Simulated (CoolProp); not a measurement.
Values from CoolProp's reference Helmholtz-energy equation of state, Span 2003. It is a short technical equation, of lower accuracy than the large ones.

**Question.** Give the vapour pressure (MPa), vapour density (kg/m³), surface tension (mN/m) of saturated n-heptane at 121.95 °C.

**Answer.** 
```tsv
T (°C)	p (MPa)	vapour density (kg/m³)	surface tension (mN/m)
121.95	0.193	6.42	10.5
```

Surface tension comes from a separate correlation (Mulero 2012).
